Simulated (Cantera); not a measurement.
# Fe3O4 + CH4 + N2 (carbothermic reduction)

Charge: 1 mol Fe3O4, 0.71 mol CH4, a varied amount of N2, held at 1000 Pa.

Method: chemical equilibrium by Gibbs-energy minimisation in Cantera with the NASA 1993 tables (ideal gas, pure condensed phases). Candidate condensed phases: C, C6H6, C7H8, C8H18, Fe, Fe(CO)5, FeO, Fe(OH)2, Fe(OH)3, Fe2O3, Fe3O4, H2O; 140 gas species. Each liquid is taken as pure. Mutual solubility and eutectic melting of coexisting phases are not modelled. The tables' stoichiometric FeO is somewhat more stable than real wüstite, so its field is too wide. FeO: taken at fixed stoichiometry. Kinetics and transport are ignored.

Stable condensed phases:

```
T in K \ n(N2) in mol
         1.9 2.4   3 3.7 4.7 5.8 7.3 9.1  11  14
   2350    A   A   A   A   A   A   A   A   A   A
   2300    A   A   A   A   A   A   A   A   A   A
   2250    A   A   A   A   A   A   A   A   A   A
   2200    A   A   A   A   A   A   A   A   A   A
   2150    A   A   A   A   A   A   A   A   A   A
   2100    A   A   A   A   A   A   A   A   A   A
   2050    A   A   A   A   A   A   A   A   A   A
   2000    B   B   B   B   A   A   A   A   A   A
   1950    B   B   B   B   B   B   B   A   A   A
   1900    B   B   B   B   B   B   B   B   B   B
   1850    B   B   B   B   B   B   B   B   B   B
   1800    B   B   B   B   B   B   B   B   B   B
```

A: FeO; B: Fe + FeO.
